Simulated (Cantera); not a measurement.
Feed: 1 mol SiC, 0.0052 mol H2O, 61 mol N2, held at 0.0190 bar.

Method: chemical equilibrium by Gibbs-energy minimisation in Cantera with the NASA 1993 tables (ideal gas, pure condensed phases). Candidate condensed phases: C, C6H6, C7H8, C8H18, H2O, Si, SiC, SiO2, Si2N2O, Si3N4; 151 gas species. N2 is the only nitrogen source here; it is nearly inert below about 1500 K, so the nitride shown seldom forms there in practice. Mutual solubility and eutectic melting of coexisting phases are not modelled. Kinetics and transport are ignored.

**Question.** Which condensed phases are stable at each of these points (T (K)): 1023, 1098, 1173, 1248, 1323, 1398, 1473, 1548, 1623, 1698, 1773, 1848, 1923, 1998?

**Answer.** 
| T (K) | condensed phases | Si condensed (%) |
|---|---|---|
| 1023 | C(graphite) + Si2N2O(s) + Si3N4(s) | 100.0 |
| 1098 | C(graphite) + Si2N2O(s) + Si3N4(s) | 100.0 |
| 1173 | C(graphite) + Si2N2O(s) + Si3N4(s) | 100.0 |
| 1248 | C(graphite) + Si2N2O(s) + Si3N4(s) | 100.0 |
| 1323 | C(graphite) + Si2N2O(s) + Si3N4(s) | 100.0 |
| 1398 | C(graphite) + Si3N4(s) | 100.0 |
| 1473 | SiC(s) + Si3N4(s) | 100.0 |
| 1548 | SiC(s) + Si3N4(s) | 100.0 |
| 1623 | SiC(s) + Si3N4(s) | 99.9 |
| 1698 | SiC(s) + Si3N4(s) | 99.8 |
| 1773 | SiC(s) | 99.6 |
| 1848 | SiC(s) | 99.5 |
| 1923 | SiC(s) | 99.3 |
| 1998 | SiC(s) | 99.0 |

From 1023 K to 1323 K the condensed part is C(graphite) + Si2N2O(s) + Si3N4(s). At 1398 K the condensed part is C(graphite) + Si3N4(s). From 1473 K to 1698 K the condensed part is SiC(s) + Si3N4(s). From 1773 K to 1998 K the condensed part is SiC(s).
